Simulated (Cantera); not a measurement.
What does this Cantera script print?

```python
import numpy as np
import cantera as ct

gas_names = """
    OH H2
""".split()
cond_names = """
    V2O4(I) V2O4(II) V2O4(L) V2O5(s) V2O5(L)
""".split()


# ... load() reads the species with a 1 bar reference pressure and builds the phases ...
species = {s.name: s for s in load("nasa_gas.yaml", gas_names) + load("nasa_condensed.yaml", cond_names)}
# Each term lists the table entries of one substance; the one whose range holds T is used.
reactions = {
    '2 V2O4 + 2 OH(g) = 2 V2O5 + H2(g)':
        [(-2, ['V2O4(I)', 'V2O4(II)', 'V2O4(L)']), (-2, ['OH']), (2, ['V2O5(s)', 'V2O5(L)']), (1, ['H2'])],
}


def pick(names, T):
    return next(species[n] for n in names if species[n].thermo.min_temp <= T <= species[n].thermo.max_temp)


results = []
for label, terms in reactions.items():
    print(label)
    print("     T/K   dH/kJ  dS/(J/K)   dG/kJ   log10 K")
    for T in [1275, 1375, 1475, 1575, 1675, 1775]:
        used = [(nu, pick(names, T)) for nu, names in terms]
        dH = sum(nu * s.thermo.h(T) for nu, s in used) / 1e6
        dS = sum(nu * s.thermo.s(T) for nu, s in used) / 1e3
        dG = dH - T * dS / 1e3
        logK = -dG * 1e6 / (ct.gas_constant * T * np.log(10))
        results.append((label, T, dH, dS, dG, logK, [s.name for _, s in used]))
        print(f"{T:8g} {dH:8.1f} {dS:8.1f} {dG:8.1f} {logK:8.2f}")
```

Result:

```
2 V2O4 + 2 OH(g) = 2 V2O5 + H2(g)
     T/K   dH/kJ  dS/(J/K)   dG/kJ   log10 K
    1275   -201.0    -83.3    -94.8     3.88
    1375   -199.7    -82.3    -86.5     3.29
    1475   -198.8    -81.7    -78.3     2.77
    1575   -198.4    -81.5    -70.1     2.33
    1675   -198.5    -81.5    -62.0     1.93
    1775   -198.9    -81.8    -53.8     1.58
```

Source: NASA polynomial tables (part measured, part estimated), evaluated in Cantera. Condensed species are held in their standard states even where they would react or evaporate.
